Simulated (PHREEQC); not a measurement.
A PHREEQC input (ion-association model, phreeqc.dat):

```
SOLUTION 1
  temp 60
  units mg/kgw
  pH 12.5
  pe -0.2
  Na 0.0267
  K 0.0222
  Ca 0.0658
  Mg 0.000174
  Cl 0.0401
  S(6) 0.151 as SO4
  Alkalinity 0.048 as HCO3
  F 0.00286
END
USE solution 1
EQUILIBRIUM_PHASES 1
  Quartz 0 0.5
  CO2(g) -2.5 10
END
```

It stops with these messages:

```
WARNING: Maximum iterations exceeded, 100
WARNING: Maximum iterations exceeded, 100
WARNING: The program has failed to converge to a numerical solution.
ERROR:           Alkalinity has not converged. Total: 7.866389e-07	Calculated: 4.370369e-01	Residual: -4.370361e-01
ERROR: Is non-carbonate alkalinity greater than total alkalinity?
ERROR:                   Ca has not converged. Total: 1.641717e-06	Calculated: 2.528109e-06	Residual: -8.863927e-07
ERROR:                   Cl has not converged. Total: 1.131075e-06	Calculated: 1.600505e-06	Residual: -4.694298e-07
ERROR:                    F has not converged. Total: 1.505390e-07	Calculated: 2.154999e-07	Residual: -6.496088e-08
ERROR:                    K has not converged. Total: 5.677459e-07	Calculated: 8.076078e-07	Residual: -2.398619e-07
ERROR:                   Mg has not converged. Total: 7.156960e-09	Calculated: 8.078362e-09	Residual: -9.214020e-10
ERROR:                   Na has not converged. Total: 1.161385e-06	Calculated: 1.576285e-06	Residual: -4.149008e-07
ERROR:                 S(6) has not converged. Total: 1.571869e-06	Calculated: 2.807011e-06	Residual: -1.235142e-06
ERROR:                   Mu Ionic strength has not converged. 	Residual: -3.485639e-02
ERROR:               A(H2O) Activity of water has not converged. 	Residual: 7.429701e-03
ERROR: Model failed to converge for initial solution  1.
```

**Question.** Find the cause and the fix.

**Answer.** The fault: pH typed as 12.5 with the alkalinity kept. The line should read `pH 6.08` where the input has `pH 12.5`. With the mend the run ends at pH 5.32 and ionic strength 1.32e-5 mol/kgw.
